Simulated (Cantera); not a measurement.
A perfectly stirred reactor is fed with H₂ : O₂ : N₂ = 1 : 1.14 : 4.27 (molar parts), at 600000 Pa; it is adiabatic with a 500 K inlet, and is followed from long to short residence time, starting on the burning branch (τ in s: 0.39, 0.18, 0.084, 0.039, 0.018, 0.0086, 0.004, 0.0019, 0.00088, 0.00041, 0.00019, 8.9e-05, 4.2e-05).

Model: GRI-Mech 3.0 (53 species, 325 reactions), integrated in Cantera. The hydrogen kinetics of GRI-Mech 3.0 are dated; newer H2 mechanisms differ, most at raised pressure.

x: mole fraction; the columns are a selection and need not sum to one.

```csv
τ (s),T (K),x H₂,x O₂,x H₂O₂,x NO,x N₂O,x H₂O
0.39,1687,1.31e-5,0.108,9.80e-8,6.66e-6,3.74e-7,0.169
0.18,1687,2.17e-5,0.108,1.20e-7,4.67e-6,4.81e-7,0.169
0.084,1686,…,0.108,…,3.85e-6,…,0.169
0.039,1686,6.14e-5,0.108,2.12e-7,3.62e-6,9.55e-7,0.169
0.018,1685,…,0.108,…,3.70e-6,…,0.169
0.0086,1684,0.000171,0.108,4.12e-7,3.89e-6,1.88e-6,0.169
0.0040,1682,0.000287,0.108,5.76e-7,4.00e-6,2.38e-6,0.168
0.0019,1679,0.000473,0.108,7.92e-7,3.89e-6,2.70e-6,0.168
0.00088,1675,0.000791,0.108,1.09e-6,3.57e-6,2.73e-6,0.168
0.00041,1668,0.00132,0.108,1.49e-6,3.22e-6,2.51e-6,0.167
0.00019,1657,0.00220,0.108,2.03e-6,3.04e-6,2.14e-6,0.165
8.9e-5,1640,0.00365,0.109,2.78e-6,3.15e-6,1.74e-6,0.163
4.2e-5,1613,0.00612,0.109,3.90e-6,3.49e-6,1.33e-6,0.160
```

Problem. Fill in the missing entries.

Solution. 
- 0.084, x H₂: 3.64e-5
- 0.084, x H₂O₂: 1.56e-7
- 0.084, x N₂O: 6.63e-7
- 0.018, x H₂: 0.000104
- 0.018, x H₂O₂: 2.97e-7
- 0.018, x N₂O: 1.38e-6
